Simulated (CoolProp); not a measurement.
Vapour-liquid equilibrium of methanol (1) + dimethyl carbonate (2) at 38.8 kPa; x and y are mole fractions of (1).

Values from CoolProp's multi-fluid Helmholtz-energy mixture model, de Reuck 1993 and Zhou 2011; pair parameters Bell 2016.

```json
[
 {"x": "0.05", "bubble temperature, mixture model (°C)": "56.1", "bubble temperature, Raoult's law (°C)": "60.9", "y, mixture model": "0.254", "y, Raoult's law": "0.113"},
 {"x": "0.2", "bubble temperature, mixture model (°C)": "46.8", "bubble temperature, Raoult's law (°C)": "56.4", "y, mixture model": "0.550", "y, Raoult's law": "0.376"},
 {"x": "0.35", "bubble temperature, mixture model (°C)": "43.3", "bubble temperature, Raoult's law (°C)": "52.7", "y, mixture model": "0.652", "y, Raoult's law": "0.564"},
 {"x": "0.5", "bubble temperature, mixture model (°C)": "41.7", "bubble temperature, Raoult's law (°C)": "49.6", "y, mixture model": "0.705", "y, Raoult's law": "0.705"},
 {"x": "0.65", "bubble temperature, mixture model (°C)": "41.0", "bubble temperature, Raoult's law (°C)": "46.9", "y, mixture model": "0.747", "y, Raoult's law": "0.816"},
 {"x": "0.8", "bubble temperature, mixture model (°C)": "40.7", "bubble temperature, Raoult's law (°C)": "44.6", "y, mixture model": "0.805", "y, Raoult's law": "0.905"},
 {"x": "0.95", "bubble temperature, mixture model (°C)": "41.2", "bubble temperature, Raoult's law (°C)": "42.6", "y, mixture model": "0.925", "y, Raoult's law": "0.978"}
]
```

The largest gap from Raoult's law is -9.6 K in bubble temperature, at x = 0.2. y crosses x between x = 0.8 and 0.95: the model has an azeotrope there.

The pair parameters rest on a limited set of measurements; away from them the model extrapolates.
